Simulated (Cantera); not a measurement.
Standard-state values (1 bar) from the NASA 1993 polynomials, evaluated with Cantera. Values are per mole of reaction as written; species without (g) are pure solids or liquids, kept so even where they would boil at 1 bar.

Between 300 and 1400 K, where is each reaction favourable under standard conditions?
- O₂(g) + 4 Li(g) ⇌ 2 Li₂O


- O₂(g) + 4 Li(g) ⇌ 2 Li₂O: ΔG° is -1629 kJ at 300 K and -903 kJ at 1400 K; it stays negative (K > 1). ΔH° is -1785 kJ and ΔS° -630 J/K at 1400 K.
